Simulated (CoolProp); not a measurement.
Vapour-liquid equilibrium of carbon dioxide (1) + CH2F2 (R32) (2) at 6.84 bar; x and y are mole fractions of (1).

The numbers come from the multi-fluid Helmholtz-energy mixture model, Span 1996 and Tillner-Roth 1997; pair parameters Bell 2016 in CoolProp.

Question: Give the bubble temperature and the first vapour's composition at x = 0.5, 0.65, 0.95. Is there an azeotrope?

Answer: x = 0.5: 236.8 K, y = 0.824; x = 0.65: 231.8 K, y = 0.897; x = 0.95: 224.3 K, y = 0.988. No azeotrope shows between x = 0.05 and 0.95.

Pair parameters are fitted to limited data, so mixtures are less certain than the pure fluids. The gap from Raoult's law changes sign with composition, which may be real or a fault of the pair parameters; it wasn't checked against measurements.
